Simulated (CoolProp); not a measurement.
A simple Rankine cycle with R22: condensing at 307.15 K, boiler at 3.1 MPa, turbine inlet 349.9 K, turbine efficiency 0.8, pump efficiency 0.7, no recuperator. Each further row changes one setting.

Values from CoolProp's reference Helmholtz-energy equation of state, Kamei 1995.

```tsv
case	thermal efficiency (%)	net work (kJ/kg)	heat in (kJ/kg)	turbine exit temperature (K)	volume ratio over the turbine
as stated	7.1	12.8	179	307.1	2.42
turbine inlet 369.9 K	7.6	15.4	203	323.4	2.31
condensing temperature 299.15 K	8.6	16.2	189	299.2	2.98
boiler pressure 2.17 MPa	4.7	9.29	198	324.1	1.62
turbine efficiency 0.7	6.1	10.9	179	307.1	2.45
```

The expansion ends wet for: as stated; condensing temperature 299.15 K; turbine efficiency 0.7.
